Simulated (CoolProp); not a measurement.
Vapour-liquid equilibrium of R114 (1) + n-hexane (2) at 113 kPa; x and y are mole fractions of (1).

Model: multi-fluid Helmholtz-energy mixture model, Platzer 1990 and Thol 2019; pair parameters Bell 2016, in CoolProp. This equation is an older, rougher fit; its heat capacities, sound speeds and derivatives of the liquid may be far off and weren't checked against measurements.

```csv
x,bubble temperature (K),y at the bubble point,dew temperature at overall composition x (K),liquid density (mol/L)
0.05,332.5,0.359,343.8,7.255
0.125,318.8,0.627,341.3,7.463
0.2,309.7,0.754,338.7,7.625
0.275,303.4,0.823,335.9,7.760
0.35,298.8,0.865,332.9,7.879
0.425,295.2,0.893,329.6,7.990
0.5,292.4,0.914,326.0,8.095
0.575,290.0,0.930,321.9,8.199
0.65,287.9,0.944,317.4,8.302
0.725,286.0,0.957,312.0,8.408
0.8,284.2,0.968,305.6,8.517
0.875,282.5,0.980,297.5,8.630
0.95,280.8,0.992,287.0,8.749
```

No azeotrope shows between x = 0.05 and 0.95.

The pair parameters rest on a limited set of measurements; away from them the model extrapolates.
